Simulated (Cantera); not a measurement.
Ignition delay

Mixture: CH3OH : O2 : N2 = 1 : 1.36 : 3.95 (molar parts), at 0.670 bar, adiabatic and at constant volume. Ignition delay is the time to a rise of 400 K.

Model: GRI-Mech 3.0 (53 species, 325 reactions), integrated in Cantera. GRI-Mech 3.0 was tuned for natural gas; its chemistry of methanol as a main component is partial and can be far from experiment.

| T0 (K) | delay (ms) |
|---|---|
| 1275 | 3.85 |
| 1350 | 1.39 |
| 1425 | 0.571 |
| 1500 | 0.262 |
| 1575 | 0.132 |

```yaml
apparent activation energy between 1425 and 1575 K: 180 kJ/mol
```
